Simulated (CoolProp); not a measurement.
Vapour-liquid equilibrium of CH2F2 (R32) (1) + R227EA (2) at -47.35 °C; x and y are mole fractions of (1).

Model: multi-fluid Helmholtz-energy mixture model, Tillner-Roth 1997 and Lemmon 2016; pair parameters Bell 2016, in CoolProp.

```tsv
x	bubble pressure (bar)	y at the bubble point	dew pressure at overall composition x (bar)	liquid density (mol/L)
0.05	0.2861	0.292	0.2217	9.999
0.2	0.5098	0.659	0.2576	11.06
0.35	0.7063	0.793	0.3074	12.32
0.5	0.8630	0.860	0.3809	13.88
0.65	0.9886	0.903	0.5001	15.82
0.8	1.100	0.940	0.7213	18.33
0.95	1.215	0.983	1.128	21.70
```

No azeotrope shows between x = 0.05 and 0.95.

Pair parameters are fitted to limited data, so mixtures are less certain than the pure fluids.
